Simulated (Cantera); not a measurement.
Input: 1 mol CH3SiH3, 0.028 mol C2H4, 63 mol H2, equilibrated at 1950 °C and 12.0 mbar.

These are equilibrium values from Cantera (NASA tables, ideal gas, pure condensed phases), not measurements of a reactor. Candidate condensed phases: C, C6H6, C7H8, C8H18, Si, SiC; 87 gas species. The feed counts by its element totals alone. Gases not in the tables: Si2H6 and higher silanes. The numbers say what is thermodynamically allowed, not how fast it happens.

Q: What is the equilibrium state?

A: 
- x(H2) = 0.935
- x(H) = 0.0566
- x(Si) = 0.00445
- x(C2H2 (acetylene)) = 0.00266
- x(SiC2) = 0.000457
- x(Si2C) = 0.000282
- x(SiH) = 0.000200
- x(SiH2) = 3.61e-5
- x(Si2) = 8.66e-6
- n(SiC(s)) = 0.608 mol
- gas amount = 68.35 mol
- log10 activity of C(graphite) (absent) = 0.00
- log10 activity of Si(l) (absent) = -0.93
